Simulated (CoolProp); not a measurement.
The fluoroketone C6F12O (FK-5-1-12) along the isobar 3.99 MPa: Z from the reference equation and from simpler models built on Tc = 441.8 K, pc = 1.869 MPa, ω = 0.471; each cubic takes its own stable root.

Values from CoolProp's reference Helmholtz-energy equation of state, McLinden 2015.

```
T (K)          phase  reference  van der Waals  Redlich-Kwong  Soave-Redlich-Kwong  Peng-Robinson
-----  -------------  ---------  -------------  -------------  -------------------  -------------
203.9         liquid     0.3974         0.6757         0.4598               0.4449         0.3969
230           liquid     0.3657         0.6147         0.4207               0.4044         0.3603
256.1         liquid     0.3414         0.5677         0.3914               0.3739         0.3327
282.3         liquid     0.3228         0.5309         0.3696               0.3512         0.3120
308.4         liquid     0.3091         0.5025         0.3540               0.3349         0.2972
334.5         liquid     0.2995         0.4806         0.3438               0.3244         0.2876
360.7         liquid     0.2941         0.4646         0.3387               0.3198         0.2835
386.8         liquid     0.2934         0.4541         0.3393               0.3220         0.2858
412.9         liquid     0.2989         0.4492         0.3465               0.3338         0.2973
439.1         liquid     0.3155         0.4507         0.3633               0.3615         0.3247
465.2  supercritical     0.3579         0.4603         0.3951               0.4206         0.3842
491.3  supercritical     0.4586         0.4812         0.4507               0.5297         0.4939
```
